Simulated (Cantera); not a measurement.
Charge: 1 mol BF3, 3.3 mol O2, 3.2 mol N2, at 2173.15 K and 1.00 bar.

Cantera equilibrium calculation (NASA polynomials, part measured and part estimated; ideal gas, pure solids and liquids). Candidate condensed phases: B, BN, B2O3; 31 gas species. The numbers say what is thermodynamically allowed, not how fast it happens.

Base state: O2 0.430, N2 0.419, BF3 0.130, NO 0.0124, F 0.00455, BOF 0.00219, O 0.00149, BOF2 0.000158 (mole fractions); condensed: gas only.

### Question
What changes in the equilibrium state with this change: O2 from 3.3 to 0.18 mol?

### Answer
```json
[
 {"species": "N2", "before": "0.419", "after": "0.726"},
 {"species": "BF3", "before": "0.130", "after": "0.226"},
 {"species": "O2", "before": "0.430", "after": "0.0374"},
 {"species": "NO", "before": "0.0124", "after": "0.00481"},
 {"species": "NO2", "before": "2.36e-5", "after": "2.70e-6"},
 {"species": "O", "before": "0.00149", "after": "0.000440"}
]
```
